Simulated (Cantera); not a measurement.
## Premixed flame

A freely propagating, adiabatic, planar premixed flame of CH4 : O2 : N2 = 1 : 2.82 : 10.6 (molar parts), equivalence ratio 0.71, unburnt at 650 K and 1.00 bar; unity-Lewis-number transport, grid criteria slope 0.08 and curve 0.16, no radiation.

Detailed kinetics in Cantera: GRI-Mech 3.0 (53 species, 325 reactions). Unity Lewis numbers drop preferential diffusion, which matters most where H2 and H carry the flame. Burning velocities carry a grid error of a few per cent, more on coarse grids.

| z (mm) | T (K) | u (m/s) | x CH4 | x O2 | x C2H | x OH | x HO2 | x H2O |
|---|---|---|---|---|---|---|---|---|
| -1.16 | 651 | 0.935 | 0.0693 | 0.195 | <1e-8 | <1e-8 | 1.27e-7 | 7.61e-5 |
| -0.774 | 656 | 0.943 | 0.0690 | 0.195 | <1e-8 | <1e-8 | 1.04e-6 | 0.000627 |
| -0.580 | 671 | 0.964 | 0.0681 | 0.194 | <1e-8 | 1.39e-8 | 3.45e-6 | 0.00210 |
| -0.387 | 734 | 1.06 | 0.0641 | 0.187 | <1e-8 | 2.28e-7 | 1.36e-5 | 0.00856 |
| -0.193 | 1018 | 1.47 | 0.0459 | 0.159 | <1e-8 | 1.10e-5 | 6.02e-5 | 0.0386 |
| -0.0967 | 1327 | 1.94 | 0.0253 | 0.126 | <1e-8 | 0.000242 | 0.000144 | 0.0730 |
| 0 | 1657 | 2.44 | 0.00514 | 0.0879 | 2.11e-8 | 0.00300 | 0.000118 | 0.110 |
| 0.0967 | 1790 | 2.63 | 0.000260 | 0.0696 | <1e-8 | 0.00696 | 2.39e-5 | 0.123 |
| 0.193 | 1841 | 2.70 | 8.88e-6 | 0.0646 | <1e-8 | 0.00811 | 1.40e-5 | 0.124 |
| 0.387 | 1909 | 2.79 | 1.73e-8 | 0.0612 | <1e-8 | 0.00839 | 1.04e-5 | 0.126 |
| 0.774 | 1983 | 2.88 | <1e-8 | 0.0589 | <1e-8 | 0.00761 | 6.72e-6 | 0.129 |
| 1.55 | 2045 | 2.96 | <1e-8 | 0.0576 | <1e-8 | 0.00604 | 3.86e-6 | 0.133 |
| 3.09 | 2085 | 3.01 | <1e-8 | 0.0568 | <1e-8 | 0.00440 | 2.41e-6 | 0.135 |
x: mole fraction of selected species; z is measured from the peak of heat release.

```json
{
 "laminar_burning_velocity": "93.4 cm/s",
 "thermal_thickness": "0.387 mm",
 "peak x(C2H)": "2.49e-8",
 "peak x(OH)": "0.00841",
 "peak x(HO2)": "0.000171",
 "grid_points": "129"
}
```
